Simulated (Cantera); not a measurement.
Cantera with NASA thermochemical tables; ideal gases at 1 bar, condensed phases pure. Values are per mole of reaction as written; species without (g) are pure solids or liquids, kept so even where they would boil at 1 bar. TaC: taken at fixed stoichiometry.

Between 300 and 1425 K, where is each reaction favourable under standard conditions?
- CO2(g) + TaO2(g) + 4 N(g) ⇌ TaC + 4 NO(g)


- CO2(g) + TaO2(g) + 4 N(g) ⇌ TaC + 4 NO(g): ΔG° is -1009 kJ at 300 K and -748 kJ at 1425 K; it stays negative (K > 1). ΔH° is -1084 kJ and ΔS° -235 J/K at 1425 K.
